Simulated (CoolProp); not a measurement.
Benzene along the isotherm 428.2 K: density (kg/m³) from the reference equation and from simpler models built on Tc = 562.0 K, pc = 4.906 MPa, ω = 0.211; each cubic takes its own stable root.

Computed with CoolProp (reference Helmholtz-energy equation of state, Thol 2012).

```csv
p (MPa),phase,reference,van der Waals,Redlich-Kwong,Soave-Redlich-Kwong,Peng-Robinson
0.223,gas,5.094,5.024,5.065,5.078,5.090
0.446,gas,10.66,10.34,10.53,10.59,10.64
0.669,liquid,722.8,16.01,16.48,654.2,742.0
0.892,liquid,723.4,22.10,630.9,655.1,742.9
1.12,liquid,723.9,28.87,632.0,656.1,743.8
1.34,liquid,724.5,36.09,633.2,656.9,744.7
1.56,liquid,725.0,441.6,634.3,657.8,745.6
1.78,liquid,725.6,443.0,635.3,658.7,746.4
2.01,liquid,726.1,444.5,636.5,659.5,747.3
2.23,liquid,726.6,445.8,637.5,660.4,748.1
2.45,liquid,727.2,447.1,638.5,661.2,749.0
```

At some of these states van der Waals, Redlich-Kwong gives the other phase, because its saturation line lies elsewhere.
